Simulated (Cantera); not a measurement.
Charge: 1 mol TEOS, 8.5 mol CO2, at 435 Torr.

Equilibrium computed with Cantera from the NASA thermochemical tables; the gas is ideal and each condensed phase is pure. Candidate condensed phases: C, C6H6, C7H8, C8H18, H2O, Si, SiC, SiO2; 123 gas species. The feed counts by its element totals alone. The tables hold silica as quartz up to 1696 K and as liquid above; real silica turns to tridymite and cristobalite and melts near 1996 K. Gases not in the tables: Si(OH)4. Rates play no part.

x: gas mole fraction; n: condensed amount in mol.

| T (°C) | x CO | x H2O | x CO2 | x H2 | x CH4 | x H | x SiO | n C(graphite) | n SiO2(α-quartz) | n SiO2(β-quartz) | n SiO2(condensed) |
|---|---|---|---|---|---|---|---|---|---|---|---|
| 375 | 0.00400 | 0.443 | 0.408 | 0.0693 | 0.0760 | <1e-12 | <1e-12 | 9.16 | 1.00 | 0 | 0 |
| 475 | 0.0341 | 0.330 | 0.405 | 0.173 | 0.0575 | <1e-12 | <1e-12 | 8.46 | 1.00 | 0 | 0 |
| 575 | 0.159 | 0.193 | 0.334 | 0.284 | 0.0300 | 1.33e-11 | <1e-12 | 6.76 | 0 | 1.00 | 0 |
| 675 | 0.408 | 0.0767 | 0.169 | 0.335 | 0.0111 | 3.98e-10 | <1e-12 | 2.92 | 0 | 1.00 | 0 |
| 775 | 0.559 | 0.0330 | 0.0642 | 0.341 | 0.00247 | 5.93e-9 | <1e-12 | 0 | 0 | 1.00 | 0 |
| 875 | 0.567 | 0.0391 | 0.0555 | 0.338 | 0.000216 | 5.47e-8 | <1e-12 | 0 | 0 | 1.00 | 0 |
| 975 | 0.573 | 0.0448 | 0.0496 | 0.333 | 2.71e-5 | 3.54e-7 | … | 0 | 0 | 1.00 | 0 |
| 1075 | 0.578 | 0.0496 | 0.0447 | 0.328 | 4.69e-6 | 1.74e-6 | … | 0 | 0 | 1.00 | 0 |
| 1175 | 0.582 | 0.0536 | 0.0407 | 0.324 | 1.05e-6 | 6.89e-6 | … | 0 | 0 | 1.00 | 0 |
| 1275 | 0.585 | 0.0570 | 0.0373 | 0.320 | 2.86e-7 | 2.29e-5 | … | 0 | 0 | 1.000 | 0 |
| 1375 | 0.588 | 0.0598 | 0.0346 | 0.318 | 9.24e-8 | 6.59e-5 | … | 0 | 0 | 1.000 | 0 |
| 1475 | 0.590 | 0.0621 | 0.0322 | 0.315 | 3.42e-8 | 0.000168 | … | 0 | 0 | 0 | 1.000 |
| 1575 | 0.592 | 0.0641 | 0.0303 | 0.313 | 1.42e-8 | 0.000389 | … | 0 | 0 | 0 | 0.999 |

Problem. Complete the blanks.

Solution. 
- 975, x SiO: 3.28e-12
- 1075, x SiO: 1.44e-10
- 1175, x SiO: 3.75e-9
- 1275, x SiO: 6.37e-8
- 1375, x SiO: 7.63e-7
- 1475, x SiO: 6.74e-6
- 1575, x SiO: 4.59e-5
